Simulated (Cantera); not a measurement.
Feed: 1 mol Si3N4, a varied amount of CO2, 58 mol N2, equilibrated at 2098 K and 0.00880 bar.

Equilibrium computed with Cantera from the NASA thermochemical tables; the gas is ideal and each condensed phase is pure. Candidate condensed phases: C, Si, SiC, SiO2, Si2N2O, Si3N4; 34 gas species. Mutual solubility and eutectic melting of coexisting phases are not modelled. Rates play no part.

Task: Which condensed phases are stable at each of these points (n(CO2) (mol)): 0.04, 0.053, 0.07, 0.093, 0.12, 0.16, 0.22, 0.29, 0.38?

Result: 
```tsv
n(CO2) (mol)	condensed phases	Si condensed (%)
0.04	Si(l)	63.3
0.053	Si(l)	62.5
0.07	Si(l)	61.5
0.093	Si(l)	60.3
0.12	Si(l) + SiC(s)	59.0
0.16	Si(l) + SiC(s)	57.2
0.22	Si(l) + SiC(s)	54.5
0.29	Si(l) + SiC(s)	51.3
0.38	Si(l) + SiC(s)	47.2
```

From 0.04 mol CO2 to 0.093 mol CO2 the condensed part is Si(l). From 0.12 mol CO2 to 0.38 mol CO2 the condensed part is Si(l) + SiC(s).
